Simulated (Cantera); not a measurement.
An isothermal plug-flow reactor at 825 K and 1.18 atm (inlet), inlet velocity 0.77 m/s, active area per volume 830 1/m; feed 1.17 % H2, 1.84 % O2, 97.0 % N2.

Detailed kinetics in Cantera: Deutschmann's 1995 Pt surface mechanism with GRI-Mech 3.0 gas chemistry. Catalytic surfaces can have several steady states; this one follows from the mechanism file's or the stated starting coverage. Mass transfer to the wall is taken as infinitely fast.

x: gas mole fraction; θ: surface coverage.

```tsv
z (m)	x H2	x O2	x H2O	θ free Pt	θ O*	θ OH*
5.6e-05	0.00290	0.0141	0.00881	0.404	0.590	[?]
0.0001	0.00172	0.0135	0.0100	0.255	0.740	[?]
0.00018	0.000940	0.0131	0.0108	0.166	0.830	[?]
0.00032	0.000450	0.0129	0.0113	0.124	0.873	0.00362
0.00056	0.000164	0.0127	0.0116	0.105	0.891	0.00340
0.001	3.10e-5	0.0127	0.0117	0.0982	0.898	0.00330
0.0018	1.67e-6	0.0127	0.0117	0.0967	0.900	0.00328
0.0032	1.03e-8	0.0127	0.0117	0.0967	0.900	0.00328
0.0056	2.03e-12	0.0127	0.0117	0.0967	0.900	0.00328
```

**Question.** What belongs in the gaps?

**Answer.** 
- 5.6e-05, θ OH*: 0.00515
- 0.0001, θ OH*: 0.00466
- 0.00018, θ OH*: 0.00404
